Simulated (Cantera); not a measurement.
Input (Python, Cantera) and output of one run.

```python
import numpy as np
import cantera as ct

gas_names = """
    H HNO HNO2 HNO3 HO2 H2 H2O H2O2 N NH NH2 NH3 NH2OH NO NO2 NO3 N2 N2H2 N2H4 N2O O OH O2 O3 Si SiH
    SiH2 SiH3 SiH4 SiN SiO SiO2 Si2 Si2N Si3
""".split()
cond_names = """
    H2O(s) H2O(L) Si(cr) Si(L) SiO2(Lqz) SiO2(hqz) SiO2(L) Si2N2O(s) Si3N4(a)
""".split()


# ... load() reads the species with a 1 bar reference pressure and builds the phases ...
atoms = {
    'Si3N4': {'Si': 3, 'N': 4},
    'O2': {'O': 2},
    'H2': {'H': 2},
}
top_T = {'Si2N2O(s)': 2100, 'Si3N4(a)': 2400}  # K; cautious upper limits of use, not melting points


# ... equilibrate(T, P, feed) seeds the gas with the atoms and calls Mixture.equilibrate('TP', solver="vcs", rtol=1e-11, max_steps=5000) ...
results = []
feed = {'Si3N4': 1, 'O2': 0.0022, 'H2': 390}  # mol
P = 101325  # Pa
for T in [1198, 1248, 1298, 1348, 1398, 1448, 1498, 1548, 1598, 1648, 1698]:
    mix = equilibrate(T, P, feed)
    results.append((T, P, feed, dict(zip(mix.species_names, mix.species_moles))))

top = {s: max(r[3][s] / sum(r[3][g] for g in gas_names) for r in results) for s in gas_names}
cols = sorted((s for s in top if top[s] > 0.001), key=lambda s: -top[s])[:8]
seen = [c for c in cond_names if any(r[3].get(c, 0) > 1e-12 for r in results)]
print("log10 of partial pressures in bar; condensed amounts in mol")
print(f"{'T/K':>10s}" + "".join(f"{s[:9]:>10s}" for s in cols + seen))
for T, P, feed, n in results:
    ng = sum(n[g] for g in gas_names)
    print(f"{T:10.4g}" + "".join(f"{np.log10(max(n[s] / ng * P / 1e5, 1e-99)):10.3f}" for s in cols)
          + "".join(f"{n.get(c, 0):10.4g}" for c in seen))
```

It prints:

```
log10 of partial pressures in bar; condensed amounts in mol
       T/K        H2        N2    Si(cr)     Si(L) Si2N2O(s)  Si3N4(a)
      1198     0.006    -5.439         0         0    0.0044    0.9971
      1248     0.006    -5.431         0         0    0.0044    0.9971
      1298     0.006    -5.417         0         0  0.004399     0.997
      1348     0.006    -5.388         0         0  0.004396     0.997
      1398     0.006    -5.261 0.0005115         0  0.004376    0.9967
      1448     0.006    -4.785  0.006634         0  0.004309    0.9947
      1498     0.006    -4.341   0.02308         0  0.004081    0.9891
      1548     0.006    -3.927   0.06423         0  0.003364    0.9755
      1598     0.006    -3.539    0.1609         0  0.001284    0.9437
      1648     0.005    -3.176    0.3775         0         0    0.8713
      1698     0.005    -2.823         0    0.8589         0      0.71
```

Equilibrium computed with Cantera from the NASA thermochemical tables; the gas is ideal and each condensed phase is pure. Mutual solubility and eutectic melting of coexisting phases are not modelled. Gases not in the tables: Si2H6 and higher silanes.
